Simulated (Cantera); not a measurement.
An adiabatic, constant-pressure homogeneous reactor starts with CO : H2 : O2 : N2 = 1 : 0.084 : 1.02 : 3.85 (molar parts), equivalence ratio 0.53, at 1748 K and 1.10 bar.

Computed with Cantera and GRI-Mech 3.0 (53 species, 325 reactions).

x: mole fraction; the columns are a selection and need not sum to one.

```
t (s)     T (K)    x CO      x H2    x O2    x H2O      x O
--------  -----  ------  --------  ------  -------  -------
3.00e-6    1748   0.168    0.0141   0.171  1.35e-6  3.19e-6
7.33e-6    1748   0.168    0.0140   0.171  3.53e-5  4.44e-5
1.79e-5    1756   0.161   0.00459   0.159  0.00589  0.00883
4.38e-5    1871     [?]       [?]     [?]      [?]      [?]
0.000107   2098  0.0821  0.000987   0.103  0.00561   0.0427
0.000262    [?]     [?]       [?]   0.104      [?]      [?]
0.000641   2565  0.0530  0.000629   0.101  0.00957   0.0163
0.00157    2680  0.0419  0.000484  0.0969   0.0106   0.0109
0.00383    2684  0.0402  0.000467  0.0930   0.0108  0.00993
0.00936    2680  0.0398  0.000465  0.0908   0.0109  0.00958
0.0229     2679  0.0398  0.000465  0.0905   0.0109  0.00953
0.0560     2679  0.0398  0.000465  0.0905   0.0109  0.00953
0.137      2679  0.0398  0.000465  0.0905   0.0109  0.00953
0.335      2679  0.0398  0.000465  0.0905   0.0109  0.00953
0.818      2679  0.0398  0.000465  0.0905   0.0109  0.00953
2.00       2679  0.0398  0.000465  0.0905   0.0109  0.00953
```

Q: Some entries are withheld; supply them.

A: 
- 4.38e-5, x CO: 0.116
- 4.38e-5, x H2: 0.000860
- 4.38e-5, x O2: 0.121
- 4.38e-5, x H2O: 0.00651
- 4.38e-5, x O: 0.0384
- 0.000262, T (K): 2344
- 0.000262, x CO: 0.0692
- 0.000262, x H2: 0.000861
- 0.000262, x H2O: 0.00773
- 0.000262, x O: 0.0279
